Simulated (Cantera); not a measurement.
A perfectly stirred reactor is fed with CH4 : CO : O2 : N2 = 1 : 0.43 : 2.01 : 24.2 (molar parts), equivalence ratio 1.1, at 1.38 atm; it is adiabatic with a 400 K inlet, and is followed from long to short residence time, starting on the burning branch (τ in s: 0.4, 0.11, 0.032, 0.0091, 0.0026, 0.00073, 0.00021, 5.9e-05, 1.7e-05, 4.8e-06).

Detailed kinetics in Cantera: GRI-Mech 3.0 (53 species, 325 reactions).

### Question
What does this change do: 0.65 parts H2 added?

### Answer
| quantity | before | after |
|---|---|---|
| blow-out, bracketed by the residence times tried | burning at 0.400 s, out at 0.110 s | burning at 0.400 s, out at 0.110 s |
| x(CH4) at τ = 0.400 s | 0.00112 | 0.00276 |
| x(CO) at τ = 0.400 s | 0.0133 | 0.0223 |
| x(O2) at τ = 0.400 s | 0.00413 | 0.00507 |
| x(CH2) at τ = 0.400 s | 1.35e-8 | 4.98e-9 |
| x(H) at τ = 0.400 s | 8.41e-6 | 6.62e-6 |
| x(CH4) at τ = 0.730 ms | 0.0362 | 0.0353 |
| x(CO) at τ = 0.730 ms | 0.0156 | 0.0152 |
| x(O2) at τ = 0.730 ms | 0.0727 | 0.0710 |
| x(CH2) at τ = 0.730 ms | <1e-12 | <1e-12 |
| x(H) at τ = 0.730 ms | <1e-12 | <1e-12 |
